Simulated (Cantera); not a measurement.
## Adiabatic ignition

An adiabatic, constant-pressure homogeneous reactor starts with 17.4 % CH₄, 17.4 % O₂, 65.3 % N₂, equivalence ratio 2.0, at 1250 K and 4050 Torr.

Computed with Cantera and GRI-Mech 3.0 (53 species, 325 reactions).

```tsv
t (s)	T (K)	x CH₄	x O₂	x C₂H	x H	x H₂O
4.00e-6	1250	0.174	0.174	<1e-12	4.28e-11	1.88e-9
1.18e-5	1250	0.174	0.174	<1e-12	7.21e-11	1.69e-8
3.48e-5	1250	0.174	0.174	<1e-12	2.03e-10	2.02e-7
0.000103	1250	0.174	0.174	<1e-12	9.96e-10	2.68e-6
0.000303	1250	0.174	0.174	<1e-12	2.87e-9	2.56e-5
0.000894	1251	0.173	0.173	<1e-12	4.83e-9	0.000131
0.00264	1254	0.173	0.173	<1e-12	1.60e-8	0.000750
0.00779	2329	0.000174	6.53e-7	1.21e-7	0.00190	0.130
0.0230	2327	8.99e-10	6.80e-7	<1e-12	0.00196	0.130
0.0678	2328	8.93e-10	6.81e-7	<1e-12	0.00196	0.130
0.200	2328	8.92e-10	6.81e-7	<1e-12	0.00196	0.130
```
x: mole fraction; the columns are a selection and need not sum to one.

```yaml
time_of_steepest_temperature_rise: 7.22 ms
temperature at 0.200 s: 2328 K
equilibrium_temperature: 2328 K
x(CH₄) at 0.200 s: 8.92e-10 (gas-phase equilibrium 1.01e-9)
x(O₂) at 0.200 s: 6.81e-7 (gas-phase equilibrium 6.81e-7)
x(C₂H) at 0.200 s: <1e-12 (gas-phase equilibrium <1e-12)
```
